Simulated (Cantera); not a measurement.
Feed: 1 mol trisilylamine, 8 mol N2, held at 0.00133 bar.

These are equilibrium values from Cantera (NASA tables, ideal gas, pure condensed phases), not measurements of a reactor. Candidate condensed phases: Si, Si3N4; 18 gas species. The feed counts by its element totals alone. Kinetics and transport are ignored. All values below are at 1025 °C.

Base state: N2 0.591, H2 0.409, H 1.88e-5 (mole fractions); condensed: Si3N4(s).

**Question.** What changes in the equilibrium state with this change: trisilylamine replaced by SiH4?

**Answer.** 
```tsv
species	before	after
N2	0.591	0.786
H2	0.409	0.214
H	1.88e-5	1.36e-5
Si3N4(s), mol	1.00	0.333
```
N2 is the only nitrogen source here; it is nearly inert below about 1500 K, so the nitride shown seldom forms there in practice.
